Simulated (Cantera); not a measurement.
## Thermodynamics of aluminium nitride and oxide growth, feed Al(CH3)3 + N2 + H2

Feed: 1 mol Al(CH3)3, 19 mol N2, a varied amount of H2, at 0.900 bar.

These are equilibrium values from Cantera (NASA tables, ideal gas, pure condensed phases), not measurements of a reactor. Candidate condensed phases: Al, AlN, C, C6H6, C7H8, C8H18; 97 gas species. The feed counts by its element totals alone. Equilibrium is a limit: real reactors are often held back by kinetics, nucleation or transport.

Stable condensed phases:

```
T in K \ n(H2) in mol
         6.3  14  31  69 150 340 750
   1225    A   A   A   A   A   B   B
   1175    A   A   A   A   A   B   B
   1125    A   A   A   A   B   B   B
   1075    A   A   A   A   B   B   B
   1025    A   A   A   B   B   B   B
    975    A   A   A   B   B   B   B
    925    A   A   B   B   B   B   B
    875    A   A   B   B   B   B   B
    825    A   B   B   B   B   B   B
    775    A   B   B   B   B   B   B
    725    B   B   B   B   B   B   B
```

A: AlN + C; B: AlN.
